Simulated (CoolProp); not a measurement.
Model: reference Helmholtz-energy equation of state, Lemmon 2005, in CoolProp.

Task: For R125, give the phase and the viscosity (µPa s), Prandtl number at 128.85 °C and 0.121 MPa; 128.85 °C and 2.15 MPa; 128.85 °C and 3.47 MPa.

Result: 
- 128.85 °C and 0.121 MPa: gas; viscosity 17.2, Prandtl number 0.724
- 128.85 °C and 2.15 MPa: gas; viscosity 18.2, Prandtl number 0.793
- 128.85 °C and 3.47 MPa: gas; viscosity 19.5, Prandtl number 0.871

Viscosity comes from a separate model (Huber 2006). Thermal conductivity comes from a separate model (Perkins 2006).
